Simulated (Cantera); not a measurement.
A perfectly stirred reactor is fed with CH₄ : H₂ : O₂ = 0.019 : 1 : 0.0074 (molar parts), at 0.0470 bar; it is held at 2600 K, and followed from long to short residence time.

Detailed kinetics in Cantera: GRI-Mech 3.0 (53 species, 325 reactions). Radical loss at walls, strong at low pressure, is not modelled.

Task: Predict: x(CH₄) at τ = 0.320 s; x(H₂) at τ = 0.320 s; x(O₂) at τ = 0.320 s; x(C₂H₂) at τ = 0.320 s; x(CH₄) at τ = 34.0 ms; x(H₂) at τ = 34.0 ms; x(O₂) at τ = 34.0 ms; x(C₂H₂) at τ = 34.0 ms; x(C₂H₆) at τ = 34.0 ms.

Result: 
```
Property                  Result
----------------------  --------
x(CH₄) at τ = 0.320 s    1.78e-5
x(H₂) at τ = 0.320 s       0.844
x(O₂) at τ = 0.320 s     1.32e-7
x(C₂H₂) at τ = 0.320 s   0.00187
x(CH₄) at τ = 34.0 ms   0.000200
x(H₂) at τ = 34.0 ms       0.906
x(O₂) at τ = 34.0 ms     2.34e-6
x(C₂H₂) at τ = 34.0 ms   0.00301
x(C₂H₆) at τ = 34.0 ms   1.02e-9
```
